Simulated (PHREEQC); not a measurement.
# Copper plating or etch bath

Solution (25 °C): 0.012 mol/kgw Cu(BF4)2 and 0.0011 mol/kgw HCl. Closed to the air; pH follows from the charge balance.

Equilibrium calculation in PHREEQC: ion-association model, phreeqc.dat.

No solid was allowed to form.

Question: Estimate the pH.

Answer: pH 2.72.

Question: In which forms is Cu present?

Answer: Cu+2 98 %, CuF+ 2.0 % of the Cu.

Complexes and solids missing from the database can't appear. Real BF4- forms and hydrolyses slowly; the run takes it at equilibrium.
